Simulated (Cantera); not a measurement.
An adiabatic, constant-volume homogeneous reactor starts with CH4 : O2 : N2 = 1 : 1.25 : 5.25 (molar parts), at 1125 K and 4.70 bar.

Computed with Cantera and GRI-Mech 3.0 (53 species, 325 reactions).

Task: Predict: time of steepest temperature rise; temperature at 3.00 s; equilibrium temperature; x(O2) at 3.00 s; x(H) at 3.00 s; x(N2O) at 3.00 s.

Result: 
* **time of steepest temperature rise**: 39.7 ms
* **temperature at 3.00 s**: 2710 K
* **equilibrium temperature**: 2710 K
* **x(O2) at 3.00 s**: 6.06e-5 (gas-phase equilibrium 6.06e-5)
* **x(H) at 3.00 s**: 0.00491 (gas-phase equilibrium 0.00491)
* **x(N2O) at 3.00 s**: 8.75e-8 (gas-phase equilibrium 8.75e-8)
